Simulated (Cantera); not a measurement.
Sublimation and decomposition of ceramics: Si₃N₄ + Si + N₂ + C

Feed: 1 mol Si₃N₄, 0.0081 mol Si, 0.25 mol N₂, 0.33 mol C, held at 650 Pa.

Method: chemical equilibrium by Gibbs-energy minimisation in Cantera with the NASA 1993 tables (ideal gas, pure condensed phases). Candidate condensed phases: C, Si, SiC, Si₃N₄; 32 gas species. Ions and electrons are included (thermal ionisation). The tables' values for SiN are old estimates; treat these amounts as uncertain. Rates play no part.

From 2727 °C to 4727 °C nothing is condensed. The main Si-bearing gas is Si throughout.

```csv
T (°C),x Si,x N₂,x N,x C,x SiC₂,x CN,x e-,x Si+
2727,0.538,0.423,0.000112,0.00182,0.0246,0.00613,1.74e-5,2.00e-5
2977,0.543,0.412,0.000491,0.01000,0.0145,0.0139,6.66e-5,7.26e-5
3227,0.543,0.401,0.00174,0.0275,0.00375,0.0180,0.000211,0.000219
3477,0.540,0.395,0.00524,0.0415,0.000453,0.0142,0.000570,0.000576
3727,0.535,0.390,0.0137,0.0484,4.70e-5,0.00938,0.00135,0.00136
3977,0.526,0.377,0.0319,0.0517,5.51e-6,0.00602,0.00290,0.00290
4227,0.512,0.353,0.0663,0.0529,7.53e-7,0.00385,0.00568,0.00568
4477,0.490,0.311,0.124,0.0524,1.17e-7,0.00243,0.0103,0.0103
4727,0.456,0.251,0.206,0.0505,2.03e-8,0.00148,0.0174,0.0174
```
x: gas mole fraction; nothing condenses.
